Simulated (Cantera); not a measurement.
A perfectly stirred reactor is fed with C₂H₆ : N₂ = 1 : 3.5 (molar parts), at 100000 Pa; it is held at 1225 K, and followed from long to short residence time.

Model: GRI-Mech 3.0 (53 species, 325 reactions), integrated in Cantera. GRI-Mech 3.0 stops at C3 and has no aromatics, soot or wall deposition, so with more carbon than oxygen in the feed, carbon stays in small species such as C2H2 where larger ones or solid carbon would form.

| quantity | before | after |
|---|---|---|
| x(C₂H₆) at τ = 0.520 s | 0.00754 | 0.00940 |
| x(CH₂) at τ = 0.520 s | 5.50e-11 | 6.74e-10 |
| x(CH₃) at τ = 0.520 s | 1.02e-5 | 3.39e-5 |
| x(C₂H) at τ = 0.520 s | 1.07e-10 | 5.79e-10 |
| x(H₂) at τ = 0.520 s | 0.170 | 0.192 |
| x(C₂H₆) at τ = 8.30 ms | 0.112 | 0.168 |
| x(CH₂) at τ = 8.30 ms | 3.56e-10 | 3.91e-9 |
| x(CH₃) at τ = 8.30 ms | 2.98e-5 | 0.000124 |
| x(C₂H) at τ = 8.30 ms | 2.96e-11 | 4.36e-11 |
| x(H₂) at τ = 8.30 ms | 0.0820 | 0.0387 |

**Question.** Which change was made?
(A) N2 3.5 to 12 parts
(B) pressure from 100000 Pa to 13300 Pa
(C) temperature 1225 to 1400 K
(D) temperature 1225 to 1500 K

**Answer.** B, pressure from 100000 Pa to 13300 Pa
